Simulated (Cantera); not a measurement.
**Gas activation for diamond growth**

An isothermal, constant-pressure homogeneous reactor starts with 4.54 % CH4, 94.5 % H2, 0.945 % H, at 2625 K and 0.133 bar.

Cantera simulation using GRI-Mech 3.0 (53 species, 325 reactions); the numbers are that mechanism's predictions, not measurements. GRI-Mech 3.0 stops at C3 and has no aromatics, soot or wall deposition, so with more carbon than oxygen in the feed, carbon stays in small species such as C2H2 where larger ones or solid carbon would form.

```
t (s)        x CH4   x H2     x H    x C2H6   x C2H2
--------  --------  -----  ------  --------  -------
4.00e-5     0.0250  0.935  0.0246   7.55e-6  0.00331
0.000189   0.00470  0.934  0.0401   4.28e-7   0.0171
0.000894  0.000308  0.922  0.0566   2.44e-9   0.0207
0.00423    2.95e-5  0.896  0.0830  3.08e-11   0.0207
0.0200     1.44e-5  0.871   0.108  9.11e-12   0.0204
0.0946     1.41e-5  0.870   0.109  8.77e-12   0.0203
0.447      1.41e-5  0.870   0.109  8.77e-12   0.0203
2.11       1.41e-5  0.870   0.109  8.77e-12   0.0203
10.0       1.41e-5  0.870   0.109  8.77e-12   0.0203
```
x: mole fraction; the columns are a selection and need not sum to one.

Equilibrium at this temperature and pressure: CH4 1.43e-5, H2 0.870, H 0.109, C2H6 9.02e-12, C2H2 0.0203 (gas phase only).
